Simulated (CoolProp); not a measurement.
Saturated liquid density (kg/m³) of sulfur hexafluoride: the reference equation beside estimates from Tc = 45.6 °C, pc = 37.55 bar, ω = 0.210. Rackett uses Z = 0.29056 − 0.08775 ω.

Values from CoolProp's reference Helmholtz-energy equation of state, Guder 2009.

```tsv
T (°C)	reference	Rackett	Redlich-Kwong	Soave-Redlich-Kwong	Peng-Robinson
-19.05	1681	1735	1514	1574	1786
-12.75	1643	1694	1467	1527	1733
-6.45	?	1651	1417	1477	1676
-0.15	1559	1606	1364	1423	1614
6.15	1512	1557	1308	1364	1547
12.45	1461	?	1247	1300	1473
18.75	1405	1445	1180	1230	1390
25.05	1340	?	1105	1150	1297
```

Task: Complete the blanks.

Result: 
- -6.45, reference: 1602
- 12.45, Rackett: 1503
- 25.05, Rackett: 1378

Absolute difference from the reference over all 8 rows, mean and median: Rackett 3.0 and 3.0 %, Redlich-Kwong 13.3 and 13.0 %, Soave-Redlich-Kwong 9.7 and 9.3 %, Peng-Robinson 3.4 and 3.4 %.
